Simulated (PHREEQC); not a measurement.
Consider water at 25 °C with 0.23 mol H3PO4 and 0.0017 mol H2SO4 per kg of water. Closed to the air; pH follows from the charge balance.

Equilibrium calculation in PHREEQC: ion-association model, phreeqc.dat.

```json
[
 {"quantity": "pH", "before": "1.43", "after": "2.75"},
 {"quantity": "ionic strength (mol/kgw)", "before": "0.0442", "after": "0.00188"},
 {"quantity": "H3PO4 (mol/kgw)", "before": "0.189", "after": "0.000461"},
 {"quantity": "H2PO4- (mol/kgw)", "before": "0.0414", "after": "0.00184"},
 {"quantity": "HPO4-2 (mol/kgw)", "before": "1.19e-7", "after": "7.37e-8"}
]
```

Task: Name the change that produced these shifts.
A. diluted 2-fold with water
B. H2SO4 left out
C. diluted 100-fold with water
D. H2SO4 from 0.0017 to 0.00034 mol/kgw
E. H3PO4 replaced by K2HPO4 at the same molality

Result: C, diluted 100-fold with water

Precipitation was switched off in this run.
